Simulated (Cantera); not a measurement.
# Adiabatic ignition

An adiabatic, constant-pressure homogeneous reactor starts with 14.8 % CH4, 9.17 % H2, 21.3 % O2, 54.7 % N2, at 1800 K and 4.60 bar.

Detailed kinetics in Cantera: GRI-Mech 3.0 (53 species, 325 reactions). Above 3000 K some thermodynamic fits are extrapolated.

| t (s) | T (K) | x CH4 | x H2 | x O2 | x HCN | x OH |
|---|---|---|---|---|---|---|
| 9.00e-6 | 1951 | 0.112 | 0.0935 | 0.185 | 1.19e-8 | 0.000313 |
| 1.84e-5 | 3065 | 8.20e-12 | 0.122 | 0.00214 | 3.30e-8 | 0.0194 |
| 3.76e-5 | 3079 | 9.90e-12 | 0.122 | 0.00196 | 5.69e-8 | 0.0188 |
| 7.69e-5 | 3076 | 1.02e-11 | 0.123 | 0.00189 | 9.52e-8 | 0.0185 |
| 0.000157 | 3072 | 1.05e-11 | 0.124 | 0.00182 | 1.38e-7 | 0.0181 |
| 0.000321 | 3070 | 1.07e-11 | 0.124 | 0.00178 | 1.58e-7 | 0.0180 |
| 0.000656 | 3070 | 1.07e-11 | 0.124 | 0.00178 | 1.60e-7 | 0.0180 |
| 0.00134 | 3070 | 1.07e-11 | 0.124 | 0.00178 | 1.60e-7 | 0.0180 |
| 0.00274 | 3070 | 1.07e-11 | 0.124 | 0.00178 | 1.60e-7 | 0.0180 |
| 0.00561 | 3070 | 1.07e-11 | 0.124 | 0.00178 | 1.60e-7 | 0.0180 |
| 0.0115 | 3070 | 1.07e-11 | 0.124 | 0.00178 | 1.60e-7 | 0.0180 |
| 0.0234 | 3070 | 1.07e-11 | 0.124 | 0.00178 | 1.60e-7 | 0.0180 |
| 0.0479 | 3070 | 1.07e-11 | 0.124 | 0.00178 | 1.60e-7 | 0.0180 |
| 0.0978 | 3070 | 1.07e-11 | 0.124 | 0.00178 | 1.60e-7 | 0.0180 |
| 0.200 | 3070 | 1.07e-11 | 0.124 | 0.00178 | 1.60e-7 | 0.0180 |
x: mole fraction; the columns are a selection and need not sum to one.

```json
{
  "time_of_steepest_temperature_rise": "11.6 µs",
  "temperature at 0.200 s": "3070 K",
  "equilibrium_temperature": "3070 K",
  "x(CH4) at 0.200 s": "1.07e-11 (gas-phase equilibrium 1.25e-11)",
  "x(H2) at 0.200 s": "0.124 (gas-phase equilibrium 0.124)",
  "x(O2) at 0.200 s": "0.00178 (gas-phase equilibrium 0.00178)"
}
```
